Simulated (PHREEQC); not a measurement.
A solution holds 0.072 mol CdSO4 and 0.0018 mol CdCl2 per kg of water, at 25 °C. Closed to the air; pH follows from the charge balance.

Computed with PHREEQC (ion-association model, phreeqc.dat).

This is a speciation only: nothing precipitates in the calculation.

**Question.** Predict the pH.

**Answer.** pH 5.99.

**Question.** In which forms is Cl present?

**Answer.** CdCl+ 52 %, Cl- 48 % of the Cl.
